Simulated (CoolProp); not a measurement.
Vapour-liquid equilibrium of n-octane (1) + ethylbenzene (2) at 510.5 K; x and y are mole fractions of (1).

Values from CoolProp's multi-fluid Helmholtz-energy mixture model, Beckmüller 2019 and Zhou 2012; pair parameters Bell 2016.

```csv
x,bubble pressure (MPa),y at the bubble point,dew pressure at overall composition x (MPa),liquid density (mol/L)
0.05,0.8550,0.065,0.8507,5.957
0.125,0.8803,0.157,0.8715,5.778
0.2,0.9036,0.242,0.8923,5.607
0.275,0.9251,0.321,0.9127,5.443
0.35,0.9448,0.397,0.9326,5.286
0.425,0.9629,0.470,0.9518,5.136
0.5,0.9796,0.541,0.9701,4.992
0.575,0.9947,0.610,0.9871,4.855
0.65,1.008,0.679,1.003,4.723
0.725,1.021,0.747,1.017,4.597
0.8,1.032,0.815,1.030,4.476
0.875,1.041,0.884,1.040,4.361
0.95,1.050,0.953,1.049,4.250
```

No azeotrope shows between x = 0.05 and 0.95.

The pair parameters rest on a limited set of measurements; away from them the model extrapolates.
